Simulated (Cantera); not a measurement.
**Stirred combustor or abatement burner**

A perfectly stirred reactor is fed with 4.19 % CO, 4.19 % H₂, 2.64 % CH₄, 18.2 % O₂, 67.4 % N₂, 3.31 % H₂O, equivalence ratio 0.52, at 1.50 bar; it is adiabatic with a 623 K inlet, and is followed from long to short residence time, starting on the burning branch (τ in s: 0.28, 0.11, 0.042, 0.016, 0.0063, 0.0024, 0.00094, 0.00036, 0.00014, 5.4e-05, 2.1e-05, 8.1e-06, 3.1e-06).

Detailed kinetics in Cantera: GRI-Mech 3.0 (53 species, 325 reactions).

```json
[
 {"τ (s)": "0.28", "T (K)": "1847", "x CO": "0.000162", "x H₂": "5.35e-5", "x CH₄": "1.50e-6", "x N₂O": "2.99e-7", "x NO₂": "9.36e-8", "x HO₂": "1.20e-6"},
 {"τ (s)": "0.11", "T (K)": "1845", "x CO": "0.000277", "x H₂": "8.26e-5", "x CH₄": "3.01e-6", "x N₂O": "4.12e-7", "x NO₂": "6.31e-8", "x HO₂": "1.49e-6"},
 {"τ (s)": "0.042", "T (K)": "1841", "x CO": "0.000508", "x H₂": "0.000143", "x CH₄": "5.76e-6", "x N₂O": "5.96e-7", "x NO₂": "4.92e-8", "x HO₂": "2.17e-6"},
 {"τ (s)": "0.016", "T (K)": "1833", "x CO": "0.000951", "x H₂": "0.000261", "x CH₄": "1.07e-5", "x N₂O": "7.91e-7", "x NO₂": "3.94e-8", "x HO₂": "3.56e-6"},
 {"τ (s)": "0.0063", "T (K)": "1821", "x CO": "0.00174", "x H₂": "0.000469", "x CH₄": "1.92e-5", "x N₂O": "8.82e-7", "x NO₂": "2.92e-8", "x HO₂": "6.06e-6"},
 {"τ (s)": "0.0024", "T (K)": "1799", "x CO": "0.00324", "x H₂": "0.000851", "x CH₄": "3.57e-5", "x N₂O": "8.32e-7", "x NO₂": "1.94e-8", "x HO₂": "1.07e-5"},
 {"τ (s)": "0.00094", "T (K)": "1764", "x CO": "0.00583", "x H₂": "0.00147", "x CH₄": "6.74e-5", "x N₂O": "7.03e-7", "x NO₂": "1.28e-8", "x HO₂": "1.83e-5"},
 {"τ (s)": "0.00036", "T (K)": "1704", "x CO": "0.0106", "x H₂": "0.00245", "x CH₄": "0.000141", "x N₂O": "5.54e-7", "x NO₂": "8.82e-9", "x HO₂": "3.09e-5"},
 {"τ (s)": "0.00014", "T (K)": "1606", "x CO": "0.0195", "x H₂": "0.00394", "x CH₄": "0.000354", "x N₂O": "4.10e-7", "x NO₂": "5.59e-9", "x HO₂": "5.20e-5"},
 {"τ (s)": "5.4e-5", "T (K)": "623", "x CO": "0.0419", "x H₂": "0.0419", "x CH₄": "0.0264", "x N₂O": "<1e-12", "x NO₂": "<1e-12", "x HO₂": "<1e-12"},
 {"τ (s)": "2.1e-5", "T (K)": "623", "x CO": "0.0419", "x H₂": "0.0419", "x CH₄": "0.0264", "x N₂O": "<1e-12", "x NO₂": "<1e-12", "x HO₂": "<1e-12"},
 {"τ (s)": "8.1e-6", "T (K)": "623", "x CO": "0.0419", "x H₂": "0.0419", "x CH₄": "0.0264", "x N₂O": "<1e-12", "x NO₂": "<1e-12", "x HO₂": "<1e-12"},
 {"τ (s)": "3.1e-6", "T (K)": "623", "x CO": "0.0419", "x H₂": "0.0419", "x CH₄": "0.0264", "x N₂O": "<1e-12", "x NO₂": "<1e-12", "x HO₂": "<1e-12"}
]
```
x: mole fraction; the columns are a selection and need not sum to one.
